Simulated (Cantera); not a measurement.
Input: 1 mol CaF2, 36 mol H2, 0.68 mol H2O, held at 2075 K and 0.100 bar.

Cantera equilibrium calculation (NASA polynomials, part measured and part estimated; ideal gas, pure solids and liquids). Candidate condensed phases: Ca, CaF2, CaO, Ca(OH)2, H2O; 29 gas species. Kinetics and transport are ignored.

Base state: H2 0.945, HF 0.0241, CaF2 0.0134, H 0.00819, H2O 0.00731, CaF 0.00195, Ca 0.000461, CaOH 3.07e-5 (mole fractions); condensed: CaO(s).

Q: What changes in the equilibrium state with this change: temperature from 2075 K to 2123.15 K?

A: 
```
species        before     after
-----------  --------  --------
H2              0.945     0.940
HF             0.0241    0.0235
CaF2           0.0134    0.0132
H             0.00819    0.0110
H2O           0.00731   0.00828
Ca           0.000461  0.000816
CaOH          3.07e-5   5.27e-5
OH            7.23e-6   1.20e-5
CaO(s), mol     0.401     0.363
```
